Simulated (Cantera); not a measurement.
An adiabatic, constant-volume homogeneous reactor starts with CH3OH : O2 : N2 : H2O = 1 : 1.36 : 7.77 : 2.1 (molar parts), at 1700 K and 1.00 bar.

Model: GRI-Mech 3.0 (53 species, 325 reactions), integrated in Cantera. GRI-Mech 3.0 was tuned for natural gas; its chemistry of methanol as a main component is partial and can be far from experiment.

### Question
Predict: time of steepest temperature rise; temperature at 1.00 s; equilibrium temperature; x(O2) at 1.00 s; x(H2O) at 1.00 s; x(CO) at 1.00 s; x(NO2) at 1.00 s.

### Answer
```json
{
  "time_of_steepest_temperature_rise": "29.2 µs",
  "temperature at 1.00 s": "2658 K",
  "equilibrium_temperature": "2658 K",
  "x(O2) at 1.00 s": "0.0102 (gas-phase equilibrium 0.0102)",
  "x(H2O) at 1.00 s": "0.274 (gas-phase equilibrium 0.274)",
  "x(CO) at 1.00 s": "0.0289 (gas-phase equilibrium 0.0289)",
  "x(NO2) at 1.00 s": "1.24e-6 (gas-phase equilibrium 1.24e-6)"
}
```
